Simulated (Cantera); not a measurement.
Charge: 1 mol CaCO₃, 0.25 mol C, 1.3 mol O₂, equilibrated at 1.00 bar.

Method: chemical equilibrium by Gibbs-energy minimisation in Cantera with the NASA 1993 tables (ideal gas, pure condensed phases). Candidate condensed phases: C, Ca, CaCO₃, CaO; 15 gas species. Mutual solubility and eutectic melting of coexisting phases are not modelled. Rates play no part.

log p: log10 of the partial pressure in bar; n: condensed amount in mol.

```csv
T (°C),log p O₂,log p CO₂,log p O,log p CO,n CaCO₃(calcite),n CaO(s)
375,-0.09,-0.72,<-12,<-12,1.00,0
425,-0.09,-0.72,<-12,<-12,1.00,0
475,-0.09,-0.72,<-12,<-12,1.00,0
525,-0.09,-0.72,<-12,<-12,1.00,0
575,-0.09,-0.72,<-12,<-12,1.00,0
625,-0.09,-0.72,-11.35,<-12,1.00,0
675,-0.09,-0.72,-10.57,[?],1.00,0
725,-0.09,-0.72,-9.88,[?],1.00,0
775,-0.09,-0.72,-9.25,[?],1.00,0
825,-0.18,-0.47,-8.71,[?],0.710,0.290
875,-0.34,-0.26,-8.27,[?],0,1.00
```

### Question
What belongs in the gaps?

### Answer

- 675, log p CO: -11.70
- 725, log p CO: -10.91
- 775, log p CO: -10.21
- 825, log p CO: -9.28
- 875, log p CO: -8.41
